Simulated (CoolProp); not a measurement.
The numbers come from the reference Helmholtz-energy equation of state, McLinden 2020 in CoolProp.

### Question
Give the vapour pressure (MPa), vapour density (kg/m³), enthalpy of vaporisation (kJ/kg), liquid cp (kJ/(kg K)) of saturated R1336mzz(Z) at 212.6, 227 K.

### Answer
```
T (K)   p (MPa)  vapour density (kg/m³)  enthalpy of vaporisation (kJ/kg)  liquid cp (kJ/(kg K))
-----  --------  ----------------------  --------------------------------  ---------------------
212.6  0.000453                  0.0421                               205                   1.04
227     0.00149                   0.130                               199                   1.07
```
